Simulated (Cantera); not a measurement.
Feed: 1 mol Al, 1.6 mol I₂, 16 mol H₂, equilibrated at 14.0 mbar.

Equilibrium computed with Cantera from the NASA thermochemical tables; the gas is ideal and each condensed phase is pure. Candidate condensed phases: Al, AlI₃, I₂; 11 gas species. Kinetics and transport are ignored. All values below are at 923 K.

Base state: H₂ 0.930, AlI₃ 0.0585, HI 0.0113, I 0.000440 (mole fractions); condensed: gas only.

Question: What changes in the equilibrium state with this change: I₂ from 1.6 to 2.4 mol?

Answer: 
```csv
species,before,after
H₂,0.930,0.844
HI,0.0113,0.0958
AlI₃,0.0585,0.0558
I,0.000440,0.00393
I₂,4.11e-6,0.000328
```
